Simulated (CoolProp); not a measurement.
Vapour-liquid equilibrium of R125 (1) + R134a (2) at 110 kPa; x and y are mole fractions of (1).

Values from CoolProp's multi-fluid Helmholtz-energy mixture model, Lemmon 2005 and Tillner-Roth 1994; pair parameters Lemmon 2004.

```tsv
x	bubble temperature, mixture model (K)	bubble temperature, Raoult's law (K)	y, mixture model	y, Raoult's law
0.05	247.1	247.2	0.122	0.122
0.2	242.3	242.5	0.401	0.404
0.35	238.3	238.6	0.593	0.600
0.5	235.0	235.2	0.732	0.740
0.65	232.2	232.3	0.835	0.844
0.8	229.7	229.7	0.916	0.922
0.95	227.4	227.5	0.981	0.983
```

The largest gap from Raoult's law is -0.3 K in bubble temperature, at x = 0.35. No azeotrope shows between x = 0.05 and 0.95.

The pair parameters rest on a limited set of measurements; away from them the model extrapolates.
